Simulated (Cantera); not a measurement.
Charge: 1 mol MgCl2, 0.21 mol H2O, 42 mol H2, equilibrated at 1325 K and 405 Torr.

Cantera equilibrium calculation (NASA polynomials, part measured and part estimated; ideal gas, pure solids and liquids). Candidate condensed phases: H2O, Mg, MgCl2, MgO, Mg(OH)2; 22 gas species. Kinetics and transport are ignored.

Base state: H2 0.972, MgCl2 0.0183, HCl 0.00971 (mole fractions); condensed: MgO(s).

Problem. What changes in the equilibrium state with this change: H2O from 0.21 to 0.74 mol?

Solution. 
```csv
species,before,after
H2,0.972,0.960
HCl,0.00971,0.0334
MgCl2,0.0183,0.00617
H2O,6.58e-6,0.000230
"MgO(s), mol",0.210,0.730
```
